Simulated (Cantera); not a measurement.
What does this Cantera script print?

```python
import numpy as np
import cantera as ct

gas_names = [...]  # 110 gases of nasa_gas.yaml made of C, H, O
cond_names = """
    C(gr) C6H6(L) C7H8(L) C8H18(L),n-octa H2O(s) H2O(L)
""".split()


# ... load() reads the species with a 1 bar reference pressure and builds the phases ...
atoms = {
    'C2H6': {'C': 2, 'H': 6},
    'H2O': {'H': 2, 'O': 1},
    'H2': {'H': 2},
}
top_T = {'C(gr)': 4500}  # K; cautious upper limits of use, not melting points


# ... equilibrate(T, P, feed) seeds the gas with the atoms and calls Mixture.equilibrate('TP', solver="vcs", rtol=1e-11, max_steps=5000) ...
results = []
feed = {'C2H6': 1, 'H2O': 0.99, 'H2': 27}  # mol
P = 101325  # Pa
for T in [1875, 1975, 2075, 2175, 2275, 2375, 2475, 2575, 2675, 2775]:
    mix = equilibrate(T, P, feed)
    results.append((T, P, feed, dict(zip(mix.species_names, mix.species_moles))))
    x = sorted(zip(gas.X, gas.species_names), reverse=True)
    print(f"T = {T:g} K  P = {P:g} Pa  gas = {mix.phase_moles(0):.4g} mol")
    print("   x: " + "  ".join(f"{s} {v:.3e}" for v, s in x if v > 1e-06))
    print("   condensed (mol): " + ("  ".join(f"{mix.phase(i).name} {mix.phase_moles(i):.4g}"
          for i in range(1, mix.n_phases) if mix.phase_moles(i) > 1e-12) or "none"))
```

It prints:

```
T = 1875 K  P = 101325 Pa  gas = 31.97 mol
   x: H2 9.675e-01  CO 3.096e-02  H 6.405e-04  CH4 5.747e-04  C2H2,acetylene 3.065e-04  CH3 7.645e-06  H2O 6.058e-06  C2H4 4.270e-06
   condensed (mol): C(gr) 0.9717
T = 1975 K  P = 101325 Pa  gas = 31.99 mol
   x: H2 9.666e-01  CO 3.095e-02  H 1.336e-03  C2H2,acetylene 6.277e-04  CH4 4.298e-04  CH3 1.180e-05  C2H4 4.771e-06  H2O 3.929e-06
   condensed (mol): C(gr) 0.9555
T = 2075 K  P = 101325 Pa  gas = 32.01 mol
   x: H2 9.649e-01  CO 3.092e-02  H 2.599e-03  C2H2,acetylene 1.197e-03  CH4 3.306e-04  CH3 1.743e-05  C2H4 5.264e-06  H2O 2.659e-06
   condensed (mol): C(gr) 0.9218
T = 2175 K  P = 101325 Pa  gas = 32.05 mol
   x: H2 9.619e-01  CO 3.089e-02  H 4.756e-03  C2H2,acetylene 2.147e-03  CH4 2.603e-04  CH3 2.477e-05  C2H4 5.739e-06  C4H2 1.948e-06  H2O 1.864e-06
   condensed (mol): C(gr) 0.8626
T = 2275 K  P = 101325 Pa  gas = 32.1 mol
   x: H2 9.570e-01  CO 3.083e-02  H 8.251e-03  C2H2,acetylene 3.645e-03  CH4 2.088e-04  CH3 3.398e-05  C2H4 6.181e-06  C4H2 5.678e-06  H2O 1.347e-06  C2H 1.331e-06  C2H2,vinylidene 1.226e-06
   condensed (mol): C(gr) 0.7668
T = 2375 K  P = 101325 Pa  gas = 32.19 mol
   x: H2 9.495e-01  CO 3.075e-02  H 1.365e-02  C2H2,acetylene 5.896e-03  CH4 1.698e-04  CH3 4.515e-05  C4H2 1.505e-05  C2H4 6.574e-06  C2H 4.601e-06  C2H2,vinylidene 2.941e-06  CH2 1.291e-06
   condensed (mol): C(gr) 0.6204
T = 2475 K  P = 101325 Pa  gas = 32.32 mol
   x: H2 9.383e-01  CO 3.063e-02  H 2.165e-02  C2H2,acetylene 9.126e-03  CH4 1.394e-04  CH3 5.819e-05  C4H2 3.662e-05  C2H 1.433e-05  C2H4 6.895e-06  C2H2,vinylidene 6.530e-06  CH2 2.760e-06  C3H3,propargyl 1.593e-06  C2H3,vinyl 1.578e-06
   condensed (mol): C(gr) 0.4067
T = 2575 K  P = 101325 Pa  gas = 32.51 mol
   x: H2 9.226e-01  H 3.305e-02  CO 3.045e-02  C2H2,acetylene 1.356e-02  CH4 1.151e-04  C4H2 8.255e-05  CH3 7.284e-05  C2H 4.070e-05  C2H2,vinylidene 1.352e-05  C2H4 7.120e-06  CH2 5.523e-06  C3H3,propargyl 2.898e-06  C2H3,vinyl 2.622e-06  C3 1.521e-06
   condensed (mol): C(gr) 0.1063
T = 2675 K  P = 101325 Pa  gas = 32.78 mol
   x: H2 9.056e-01  H 4.883e-02  CO 3.020e-02  C2H2,acetylene 1.499e-02  C4H2 1.030e-04  CH4 8.413e-05  C2H 8.198e-05  CH3 7.822e-05  C2H2,vinylidene 2.028e-05  CH2 9.164e-06  C2H4 5.604e-06  C3 4.188e-06  C3H3,propargyl 3.380e-06  C2H3,vinyl 3.207e-06  C 1.362e-06  CH 1.069e-06
   condensed (mol): none
T = 2775 K  P = 101325 Pa  gas = 33.14 mol
   x: H2 8.849e-01  H 6.997e-02  CO 2.987e-02  C2H2,acetylene 1.476e-02  C2H 1.412e-04  C4H2 1.024e-04  CH3 7.869e-05  CH4 5.920e-05  C2H2,vinylidene 2.649e-05  CH2 1.384e-05  C3 9.163e-06  C2H4 4.006e-06  C 3.639e-06  C2H3,vinyl 3.458e-06  C3H3,propargyl 3.313e-06  CH 2.312e-06  C2 1.207e-06
   condensed (mol): none
```

Method: chemical equilibrium by Gibbs-energy minimisation in Cantera with the NASA 1993 tables (ideal gas, pure condensed phases).
